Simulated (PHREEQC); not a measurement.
0.045 g of hydrous ferric oxide (600 m²/g; 0.2 weak and 0.005 strong sites per Fe, Dzombak-Morel constants, diffuse double layer) in 1 kg of water with 0.1 mol/kgw of an inert sodium salt and 1.4e-05 mol/kgw SrCl2, at 25 °C; the pH is set by adding NaOH or the inert anion's acid. O2 is buffered at 0.21 atm. CO2 from the air is kept out. Precipitation was switched off in this run.

Base run: PHREEQC, ion-association model, wateq4f.dat. Each further column changes one thing. The table gives surface charge σ (C/m²).

```json
[
 {"pH": "3", "base": "0.363", "background salt from 0.1 to 0.01 mol/kgw": "0.325", "oxide from 0.045 to 0.22 g/kgw": "0.363"},
 {"pH": "3.5", "base": "0.350", "background salt from 0.1 to 0.01 mol/kgw": "0.275", "oxide from 0.045 to 0.22 g/kgw": "0.350"},
 {"pH": "4.5", "base": "0.272", "background salt from 0.1 to 0.01 mol/kgw": "0.160", "oxide from 0.045 to 0.22 g/kgw": "0.273"},
 {"pH": "5", "base": "0.215", "background salt from 0.1 to 0.01 mol/kgw": "0.113", "oxide from 0.045 to 0.22 g/kgw": "0.215"},
 {"pH": "5.5", "base": "0.159", "background salt from 0.1 to 0.01 mol/kgw": "0.077", "oxide from 0.045 to 0.22 g/kgw": "0.159"},
 {"pH": "6.5", "base": "0.074", "background salt from 0.1 to 0.01 mol/kgw": "0.030", "oxide from 0.045 to 0.22 g/kgw": "0.074"},
 {"pH": "7", "base": "0.045", "background salt from 0.1 to 0.01 mol/kgw": "0.017", "oxide from 0.045 to 0.22 g/kgw": "0.045"},
 {"pH": "7.5", "base": "0.023", "background salt from 0.1 to 0.01 mol/kgw": "0.008", "oxide from 0.045 to 0.22 g/kgw": "0.023"},
 {"pH": "8.5", "base": "-0.012", "background salt from 0.1 to 0.01 mol/kgw": "-0.004", "oxide from 0.045 to 0.22 g/kgw": "-0.012"},
 {"pH": "9", "base": "-0.030", "background salt from 0.1 to 0.01 mol/kgw": "-0.011", "oxide from 0.045 to 0.22 g/kgw": "-0.031"},
 {"pH": "9.5", "base": "-0.053", "background salt from 0.1 to 0.01 mol/kgw": "-0.020", "oxide from 0.045 to 0.22 g/kgw": "-0.055"},
 {"pH": "10.5", "base": "-0.109", "background salt from 0.1 to 0.01 mol/kgw": "-0.048", "oxide from 0.045 to 0.22 g/kgw": "-0.128"},
 {"pH": "11", "base": "-0.148", "background salt from 0.1 to 0.01 mol/kgw": "-0.075", "oxide from 0.045 to 0.22 g/kgw": "-0.179"}
]
```

The oxide is taken as insoluble; below pH 4 it would dissolve.
